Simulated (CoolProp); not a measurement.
A single-stage vapour-compression cycle with the fluoroketone C6F12O (FK-5-1-12): evaporating at 286.15 K (dew point), condensing at 309.15 K (bubble point), superheat 5 K, subcooling 8 K, compressor efficiency 0.65, no pressure losses. Each further row changes one setting.

Values from CoolProp's reference Helmholtz-energy equation of state, McLinden 2015.

```tsv
case	cooling COP	pressure ratio	discharge temperature (K)	refrigerating effect (kJ/kg)	volumetric capacity (kJ/m³)
as stated	7.73	2.65	309.2	85.9	272
evaporating temperature 291.15 K	10.4	2.11	309.2	90.1	354
condensing temperature 304.15 K	10.2	2.18	304.1	91.4	289
subcooling 13 K	8.22	2.65	309.2	91.4	289
superheat 15 K	8.08	2.65	315.5	94.5	289
compressor efficiency 0.55	6.54	2.65	309.2	85.9	272
```

The compression ends wet for: as stated; evaporating temperature 291.15 K; condensing temperature 304.15 K; subcooling 13 K; compressor efficiency 0.55.
